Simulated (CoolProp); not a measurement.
Vapour-liquid equilibrium of R143a (1) + n-butane (2) at 871 kPa; x and y are mole fractions of (1).

Values from CoolProp's multi-fluid Helmholtz-energy mixture model, Lemmon and Jacobsen 2000 and Bücker 2006; pair parameters Bell 2016.

```tsv
x	bubble temperature (K)	y at the bubble point	dew temperature at overall composition x (K)	liquid density (mol/L)
0.05	331.8	0.280	343.9	9.134
0.15	313.3	0.566	?	9.600
0.25	303.8	?	?	9.882
0.35	298.5	0.743	?	10.09
0.45	295.2	0.781	321.4	10.26
0.55	292.7	0.812	314.4	?
0.65	290.6	0.841	?	10.65
0.75	288.7	0.874	297.8	10.89
0.85	286.9	0.915	290.0	11.18
0.95	?	0.967	285.7	?
```

Some entries are withheld; supply them.


- 0.15, dew temperature at overall composition x (K): 338.9
- 0.25, y at the bubble point: 0.683
- 0.25, dew temperature at overall composition x (K): 333.5
- 0.35, dew temperature at overall composition x (K): 327.7
- 0.55, liquid density (mol/L): 10.44
- 0.65, dew temperature at overall composition x (K): 306.6
- 0.95, bubble temperature (K): 285.3
- 0.95, liquid density (mol/L): 11.52

No azeotrope shows between x = 0.05 and 0.95.

The pair parameters rest on a limited set of measurements; away from them the model extrapolates. With so large a gap from Raoult's law the liquid may split in two, which this calculation doesn't test in full.
